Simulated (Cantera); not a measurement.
Input: 1 mol Cu, 3.5 mol F2, a varied amount of N2, held at 477 °C and 0.0190 bar.

Equilibrium computed with Cantera from the NASA thermochemical tables; the gas is ideal and each condensed phase is pure. Candidate condensed phases: Cu, CuF2; 11 gas species. The numbers say what is thermodynamically allowed, not how fast it happens.

Q: At 24 mol N2, list the 4 most abundant gas species with their mole fractions, and the condensed phases.

A: N2 0.911, F2 0.0615, NF3 0.0208, F 0.00659. Condensed: CuF2(s).
